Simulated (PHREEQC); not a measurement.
Solution (25 °C): 0.063 mol ZnSO4 and 0.00014 mol NaCl per kg of water. It is in equilibrium with CO2 at log p = -3.4 (atm). Otherwise closed; pH follows from the charge balance.

All values are PHREEQC results (ion-association model, phreeqc.dat), not measurements.

```csv
quantity,before,after
pH,5.42,5.26
ionic strength (mol/kgw),0.133,0.129
Na+ (mol/kgw),0.000134,0.000133
CO2 (mol/kgw),1.31e-5,7.52e-6
HCO3- (mol/kgw),2.03e-6,9.48e-7
CO3-2 (mol/kgw),5.40e-11,2.57e-11
SI of Halite (NaCl),-9.55,-9.60
```

### Question
Name the change that produced these shifts.
A. NaCl from 0.00014 to 0.00028 mol/kgw
B. diluted 2-fold with water
C. temperature from 25 to 50 °C
D. NaCl from 0.00014 to 0.000126 mol/kgw
E. diluted 5-fold with water

### Answer
C, temperature from 25 to 50 °C

Precipitation was switched off in this run. Constants without temperature data keep their 25 °C values here.
